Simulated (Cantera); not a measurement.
Charge: 1 mol C₂F₆, a varied amount of H₂, at 2602 °C and 6.10 Pa.

These are equilibrium values from Cantera (NASA tables, ideal gas, pure condensed phases), not measurements of a reactor. Candidate condensed phases: C, C₆H₆, C₇H₈, C₈H₁₈; 95 gas species. The feed counts by its element totals alone. Equilibrium is a limit: real reactors are often held back by kinetics, nucleation or transport.

x: gas mole fraction; nothing condenses.

| n(H₂) (mol) | x F | x H | x HF | x C | x C₃ | x CF | x C₂ |
|---|---|---|---|---|---|---|---|
| 0.52 | 0.706 | 0.0762 | 0.0600 | 0.0788 | 0.0450 | 0.0204 | 0.0136 |
| 1.5 | ? | ? | ? | 0.0737 | ? | ? | ? |
| 2.4 | 0.419 | 0.313 | 0.146 | 0.0691 | 0.0303 | 0.0106 | 0.0104 |
| 3.3 | 0.342 | 0.398 | 0.152 | 0.0649 | 0.0251 | 0.00814 | 0.00919 |
| 4.2 | 0.286 | 0.467 | 0.149 | 0.0611 | 0.0209 | 0.00642 | 0.00816 |
| 5.2 | 0.241 | 0.528 | 0.142 | 0.0574 | 0.0174 | 0.00509 | 0.00720 |
| 6.1 | ? | 0.573 | 0.135 | 0.0545 | ? | ? | ? |
| 7 | 0.187 | 0.610 | 0.127 | 0.0518 | 0.0128 | 0.00356 | 0.00587 |

Question: What belongs in the gaps?

Answer: 
- 1.5, x F: 0.530
- 1.5, x H: 0.210
- 1.5, x HF: 0.124
- 1.5, x C₃: 0.0367
- 1.5, x CF: 0.0143
- 1.5, x C₂: 0.0119
- 6.1, x F: 0.211
- 6.1, x C₃: 0.0148
- 6.1, x CF: 0.00422
- 6.1, x C₂: 0.00648
